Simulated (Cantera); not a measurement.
Cantera run:

```python
import numpy as np
import cantera as ct

gas_names = [...]  # 151 gases of nasa_gas.yaml made of C, H, N, O, Si
cond_names = """
    C(gr) C6H6(L) C7H8(L) C8H18(L),n-octa H2O(s) H2O(L) Si(cr) Si(L) SiC(b) SiO2(Lqz) SiO2(hqz) SiO2(L)
    Si2N2O(s) Si3N4(a)
""".split()


# ... load() reads the species with a 1 bar reference pressure and builds the phases ...
atoms = {
    'Si2H6': {'Si': 2, 'H': 6},
    'CO2': {'C': 1, 'O': 2},
    'N2': {'N': 2},
}
top_T = {'C(gr)': 4500, 'SiC(b)': 3050, 'Si2N2O(s)': 2100, 'Si3N4(a)': 2400}  # K; cautious upper limits of use, not melting points


# ... equilibrate(T, P, feed) seeds the gas with the atoms and calls Mixture.equilibrate('TP', solver="vcs", rtol=1e-11, max_steps=5000) ...
results = []
feed = {'Si2H6': 1, 'CO2': 12, 'N2': 66}  # mol
T = 1475  # K
P = 1333.22  # Pa
mix = equilibrate(T, P, feed)
results.append((T, P, feed, dict(zip(mix.species_names, mix.species_moles))))
x = sorted(zip(gas.X, gas.species_names), reverse=True)
print(f"T = {T:g} K  P = {P:g} Pa  gas = {mix.phase_moles(0):.4g} mol")
print("   x: " + "  ".join(f"{s} {v:.3e}" for v, s in x if v > 0.001))
print("   condensed (mol): " + ("  ".join(f"{mix.phase(i).name} {mix.phase_moles(i):.4g}"
      for i in range(1, mix.n_phases) if mix.phase_moles(i) > 1e-12) or "none"))
```

Result:

```
T = 1475 K  P = 1333.22 Pa  gas = 81 mol
   x: N2 8.148e-01  CO 7.549e-02  CO2 7.266e-02  H2O 2.611e-02  H2 1.092e-02
   condensed (mol): SiO2(hqz) 2
```

These are equilibrium values from Cantera (NASA tables, ideal gas, pure condensed phases), not measurements of a reactor. The feed counts by its element totals alone. The tables hold silica as quartz up to 1696 K and as liquid above; real silica turns to tridymite and cristobalite and melts near 1996 K.
